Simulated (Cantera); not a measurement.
A Cantera script and what it prints.

```python
import numpy as np
import cantera as ct

gas_names = [...]  # 113 gases of nasa_gas.yaml made of C, H, O, Ti
cond_names = """
    C(gr) C6H6(L) C7H8(L) C8H18(L),n-octa H2O(s) H2O(L) Ti(a) Ti(b) Ti(L) TiC(s) TiC(L) TiO(a) TiO(b)
    TiO(L) TiO2(ru) TiO2(L) Ti2O3(a) Ti2O3(b) Ti2O3(L) Ti3O5(a) Ti3O5(b) Ti3O5(L) Ti4O7(s) Ti4O7(L)
""".split()


# ... load() reads the species with a 1 bar reference pressure and builds the phases ...
atoms = {
    'Ti(OiPr)4': {'Ti': 1, 'C': 12, 'H': 28, 'O': 4},
    'H2O': {'H': 2, 'O': 1},
}
top_T = {'C(gr)': 4500}  # K; cautious upper limits of use, not melting points


# ... equilibrate(T, P, feed) seeds the gas with the atoms and calls Mixture.equilibrate('TP', solver="vcs", rtol=1e-11, max_steps=5000) ...
results = []
feed = {'Ti(OiPr)4': 1, 'H2O': 2.3}  # mol
P = 100000  # Pa
for T in [1000, 1100, 1200, 1300, 1400, 1500, 1600, 1700, 1800, 1900, 2000, 2100]:
    mix = equilibrate(T, P, feed)
    results.append((T, P, feed, dict(zip(mix.species_names, mix.species_moles))))

top = {s: max(r[3][s] / sum(r[3][g] for g in gas_names) for r in results) for s in gas_names}
cols = sorted((s for s in top if top[s] > 0.0001), key=lambda s: -top[s])[:5]
seen = [c for c in cond_names if any(r[3].get(c, 0) > 1e-12 for r in results)]
print("log10 of partial pressures in bar; condensed amounts in mol")
print(f"{'T/K':>10s}" + "".join(f"{s[:9]:>10s}" for s in cols + seen))
for T, P, feed, n in results:
    ng = sum(n[g] for g in gas_names)
    print(f"{T:10.4g}" + "".join(f"{np.log10(max(n[s] / ng * P / 1e5, 1e-99)):10.3f}" for s in cols)
          + "".join(f"{n.get(c, 0):10.4g}" for c in seen))
```

Output:

```
log10 of partial pressures in bar; condensed amounts in mol
       T/K        H2        CO       CH4       H2O       CO2     C(gr)    TiC(s)  TiO2(ru)  Ti3O5(b)  Ti4O7(s)
      1000    -0.136    -0.802    -1.292    -1.341    -1.849     7.862         0         1         0         0
      1100    -0.116    -0.707    -1.677    -1.871    -2.468     7.617         0         1         0         0
      1200    -0.108    -0.686    -2.018    -2.380    -3.096     7.606         0         1         0         0
      1300    -0.110    -0.662    -2.325    -2.813    -3.611     7.389         0         0         0      0.25
      1400    -0.110    -0.655    -2.585    -3.194    -4.076     7.327         0         0    0.3333         0
      1500    -0.129    -0.593    -2.848    -3.487    -4.364     5.817    0.5725         0    0.1425         0
      1600    -0.143    -0.555    -3.072    -3.756    -4.646     4.684         1         0         0         0
      1700    -0.142    -0.555    -3.245    -4.014    -4.960     4.687         1         0         0         0
      1800    -0.142    -0.555    -3.399    -4.242    -5.237     4.687         1         0         0         0
      1900    -0.143    -0.555    -3.536    -4.446    -5.483     4.682         1         0         0         0
      2000    -0.143    -0.555    -3.658    -4.629    -5.702      4.67         1         0         0         0
      2100    -0.144    -0.555    -3.770    -4.795    -5.900     4.649         1         0         0         0
```

Equilibrium computed with Cantera from the NASA thermochemical tables; the gas is ideal and each condensed phase is pure. The feed counts by its element totals alone. Mutual solubility and eutectic melting of coexisting phases are not modelled. TiC: taken at fixed stoichiometry. Condensed phases not in the tables: Magnéli phases beyond Ti4O7. Gases not in the tables: TiO(OH)2.
